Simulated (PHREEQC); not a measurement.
A solution holds 0.0032 mol Na2S and 0.00023 mol H2SO4 per kg of water, at 25 °C. Closed to the air; pH follows from the charge balance.

The numbers come from PHREEQC with the ion-association model, phreeqc.dat.

No solid was allowed to form.

Problem. What pH, specific conductance, ionic strength does the model give?

Solution. pH 11.38; specific conductance 1020 µS/cm; ionic strength 0.00673 mol/kgw.

Species that the database lacks are ignored.
